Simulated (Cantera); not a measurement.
Feed: 1 mol Si, 1.7 mol H₂, 0.6 mol HCl, at 825 K and 3.90 bar.

These are equilibrium values from Cantera (NASA tables, ideal gas, pure condensed phases), not measurements of a reactor. Candidate condensed phases: Si; 19 gas species. The tables' values for SiCl₃ are old estimates; treat these amounts as uncertain. Rates play no part.

Base state: H₂ 0.917, SiHCl₃ 0.0406, SiCl₄ 0.0380, SiH₂Cl₂ 0.00365, HCl 0.00106, SiH₃Cl 7.70e-5, SiCl₃ 2.42e-5 (mole fractions); condensed: Si(s).

### Question
What changes in the equilibrium state with this change: Si replaced by SiCl₄?

### Answer
```json
[
 {"species": "H₂", "before": "0.917", "after": "0.514"},
 {"species": "SiCl₄", "before": "0.0380", "after": "0.302"},
 {"species": "HCl", "before": "0.00106", "after": "0.183"},
 {"species": "SiHCl₃", "before": "0.0406", "after": "0.00105"},
 {"species": "SiH₃Cl", "before": "7.70e-5", "after": "<1e-9"},
 {"species": "SiH₂Cl₂", "before": "0.00365", "after": "3.08e-7"},
 {"species": "Si(s), mol", "before": "0.825", "after": "0"}
]
```
